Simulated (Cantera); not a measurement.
A freely propagating, adiabatic, planar premixed flame of H₂ : O₂ : N₂ = 1 : 0.926 : 3.48 (molar parts), unburnt at 300 K and 1280 Torr; multicomponent+Soret transport, grid criteria slope 0.08 and curve 0.16, no radiation.

Computed with Cantera and the H2/O2 subset of GRI-Mech 3.0, which has no nitrogen chemistry. Burning velocities carry a grid error of a few per cent, more on coarse grids. Lean hydrogen flames are cellular in practice and burn faster than this planar one.

x: mole fraction of selected species; z is measured from the peak of heat release.

```csv
z (mm),T (K),u (m/s),x H₂,x O₂,x OH,x HO₂,x H₂O₂,x O
-0.812,300,0.395,0.182,0.172,<1e-8,<1e-8,?,<1e-8
-0.541,302,0.392,0.172,0.174,<1e-8,1.65e-7,?,<1e-8
-0.406,307,0.393,0.158,0.177,<1e-8,1.13e-6,?,<1e-8
-0.271,344,0.426,0.125,0.182,<1e-8,1.36e-5,?,2.74e-8
-0.135,617,0.739,0.0750,0.173,1.83e-5,0.000290,?,7.84e-6
-0.0677,940,1.12,0.0493,0.151,0.000327,0.000298,?,0.000219
0,1241,1.48,0.0253,0.124,0.00140,0.000160,?,0.00135
0.0677,1427,1.71,0.0107,0.105,0.00297,9.72e-5,?,0.00238
0.135,1527,1.83,0.00481,0.0967,0.00376,6.56e-5,?,0.00234
0.271,1610,1.92,0.00170,0.0929,0.00344,3.45e-5,?,0.00136
0.541,1653,1.97,0.000497,0.0923,0.00212,1.23e-5,?,0.000432
1.08,1666,1.99,0.000113,0.0924,0.00107,3.25e-6,?,0.000102
2.16,1670,1.99,2.79e-5,0.0925,0.000561,1.02e-6,?,2.76e-5
```

### Question
Fill in the missing entries.

### Answer

- -0.812, x H₂O₂: 1.53e-8
- -0.541, x H₂O₂: 2.96e-7
- -0.406, x H₂O₂: 1.98e-6
- -0.271, x H₂O₂: 1.90e-5
- -0.135, x H₂O₂: 0.000108
- -0.0677, x H₂O₂: 7.50e-5
- 0, x H₂O₂: 1.59e-5
- 0.0677, x H₂O₂: 4.56e-6
- 0.135, x H₂O₂: 2.66e-6
- 0.271, x H₂O₂: 1.36e-6
- 0.541, x H₂O₂: 6.08e-7
- 1.08, x H₂O₂: 2.36e-7
- 2.16, x H₂O₂: 9.41e-8
